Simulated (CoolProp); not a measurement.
Vapour-liquid equilibrium of benzene (1) + toluene (2) at 1800 kPa; x and y are mole fractions of (1).

Computed with CoolProp (multi-fluid Helmholtz-energy mixture model, Thol 2012 and Lemmon 2006; pair parameters Bell 2016).

| x | bubble temperature (°C) | y at the bubble point | dew temperature at overall composition x (°C) | liquid density (mol/L) |
|---|---|---|---|---|
| 0.05 | 252.8 | 0.070 | 253.5 | 6.489 |
| 0.2 | 246.0 | 0.266 | 248.3 | 6.733 |
| 0.35 | 239.4 | 0.443 | 242.9 | 6.981 |
| 0.5 | 233.1 | 0.599 | 237.1 | 7.233 |
| 0.65 | 227.1 | 0.738 | 231.0 | 7.489 |
| 0.8 | 221.5 | 0.860 | 224.3 | 7.751 |
| 0.95 | 216.1 | 0.967 | 217.0 | 8.019 |

No azeotrope shows between x = 0.05 and 0.95.

Pair parameters are fitted to limited data, so mixtures are less certain than the pure fluids.
